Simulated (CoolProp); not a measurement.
Vapour-liquid equilibrium of toluene (1) + p-xylene (2) at 1080 kPa; x and y are mole fractions of (1).

Model: multi-fluid Helmholtz-energy mixture model, Lemmon 2006 and Zhou 2012; pair parameters Bell 2016, in CoolProp.

```tsv
x	bubble temperature (K)	y at the bubble point	dew temperature at overall composition x (K)	liquid density (mol/L)
0.05	526.8	0.071	527.4	5.837
0.125	523.8	0.173	525.2	5.926
0.2	520.9	0.269	523.0	6.016
0.275	518.0	0.360	520.7	6.106
0.35	515.3	0.445	518.3	6.196
0.425	512.6	0.525	515.9	6.288
0.5	510.0	0.600	513.4	6.379
0.575	507.4	0.670	510.8	6.472
0.65	505.0	0.737	508.2	6.565
0.725	502.7	0.799	505.4	6.659
0.8	500.4	0.858	502.6	6.754
0.875	498.2	0.913	499.7	6.850
0.95	496.0	0.966	496.7	6.947
```

No azeotrope shows between x = 0.05 and 0.95.

The pair parameters rest on a limited set of measurements; away from them the model extrapolates.
